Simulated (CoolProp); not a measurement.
Vapour pressure (kPa) of p-xylene: the reference equation beside estimates from Tc = 616.2 K, pc = 3532 kPa, ω = 0.324.

Model: reference Helmholtz-energy equation of state, Zhou 2012, in CoolProp.

```tsv
T (K)	reference	Lee-Kesler	Soave-Redlich-Kwong
301.5	1.424	1.267	1.307
322.5	4.213	3.841	3.937
343.5	10.66	9.953	10.13
364.5	23.78	22.69	22.93
385.5	47.87	46.52	46.76
406.4	88.30	87.11	87.22
427.4	152.3	152.0	151.9
448.4	247.8	249.5	249.3
469.4	383.7	388.5	389.0
490.4	570.4	579.2	581.6
511.3	817.5	830.7	837.3
532.3	1140	1157	1171
553.3	1552	1572	1593
574.3	2071	2091	2119
```

Absolute difference from the reference over all 14 rows, mean and median: Lee-Kesler 3.2 and 1.5 %, Soave-Redlich-Kwong 2.9 and 2.4 %.
